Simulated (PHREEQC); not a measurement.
**Polishing slurry liquid (model solution)**

Make-up at 25 °C: 0.0012 mol/kgw H2SO4, 0.0016 mol/kgw K2SO4 and 0.031 mol/kgw H3BO3. Closed to the air; pH follows from the charge balance.

Computed with PHREEQC (ion-association model, phreeqc.dat).

This is a speciation only: nothing precipitates in the calculation.

Question: Estimate the pH, ionic strength.

Answer: pH 2.72; ionic strength 0.00764 mol/kgw.

Question: In which forms is K present?

Answer: K+ 99 %, KSO4- 1.2 % of the K.

Species that the database lacks are ignored.
